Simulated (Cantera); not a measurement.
A Cantera script and what it prints.

```python
import numpy as np
import cantera as ct

gas_names = """
    F F2 FS2F,fluorodisu N NF NF2 NF3 N2 S SF SF2 SF3 SF4 SF5 SF6 SN S2 S2F2,thiothiony S8 Si SiF SiF2
    SiF3 SiF4 SiN SiS Si2 Si2N Si3
""".split()
cond_names = """
    S(cr1) S(cr2) S(L) Si(cr) Si(L) Si3N4(a)
""".split()


# ... load() reads the species with a 1 bar reference pressure and builds the phases ...
atoms = {
    'Si': {'Si': 1},
    'SF6': {'S': 1, 'F': 6},
    'N2': {'N': 2},
}
top_T = {'Si3N4(a)': 2400}  # K; cautious upper limits of use, not melting points


# ... equilibrate(T, P, feed) seeds the gas with the atoms and calls Mixture.equilibrate('TP', solver="vcs", rtol=1e-11, max_steps=5000) ...
results = []
feed = {'Si': 1, 'SF6': 2, 'N2': 14}  # mol
P = 2700  # Pa
for T in [798, 823, 848, 873, 898, 923, 948, 973, 998, 1023, 1048, 1073]:
    mix = equilibrate(T, P, feed)
    results.append((T, P, feed, dict(zip(mix.species_names, mix.species_moles))))

top = {s: max(r[3][s] / sum(r[3][g] for g in gas_names) for r in results) for s in gas_names}
cols = sorted((s for s in top if top[s] > 0.001), key=lambda s: -top[s])[:7]
seen = [c for c in cond_names if any(r[3].get(c, 0) > 1e-12 for r in results)]
print("log10 of partial pressures in bar; condensed amounts in mol")
print(f"{'T/K':>10s}" + "".join(f"{s[:9]:>10s}" for s in cols + seen))
for T, P, feed, n in results:
    ng = sum(n[g] for g in gas_names)
    print(f"{T:10.4g}" + "".join(f"{np.log10(max(n[s] / ng * P / 1e5, 1e-99)):10.3f}" for s in cols)
          + "".join(f"{n.get(c, 0):10.4g}" for c in seen))
```

Output:

```
log10 of partial pressures in bar; condensed amounts in mol
       T/K        N2       SF4      SiF4       SF6 S2F2,thio       SF2       SF3
       798    -1.651    -2.584    -2.797    -3.462    -3.954    -5.094    -5.179
       823    -1.652    -2.566    -2.798    -3.562    -4.065    -4.947    -5.042
       848    -1.652    -2.552    -2.798    -3.658    -4.179    -4.814    -4.917
       873    -1.652    -2.542    -2.798    -3.749    -4.300    -4.693    -4.804
       898    -1.652    -2.536    -2.798    -3.833    -4.431    -4.587    -4.701
       923    -1.653    -2.531    -2.799    -3.907    -4.577    -4.494    -4.609
       948    -1.653    -2.528    -2.799    -3.970    -4.746    -4.416    -4.527
       973    -1.653    -2.526    -2.799    -4.019    -4.943    -4.356    -4.457
       998    -1.653    -2.525    -2.799    -4.053    -5.174    -4.314    -4.399
      1023    -1.653    -2.525    -2.799    -4.072    -5.435    -4.288    -4.350
      1048    -1.653    -2.525    -2.799    -4.079    -5.717    -4.274    -4.310
      1073    -1.653    -2.525    -2.799    -4.080    -6.007    -4.269    -4.275
```

Cantera equilibrium calculation (NASA polynomials, part measured and part estimated; ideal gas, pure solids and liquids). The tables' values for S2F2 (SSF2), SF3 are old estimates; treat these amounts as uncertain.
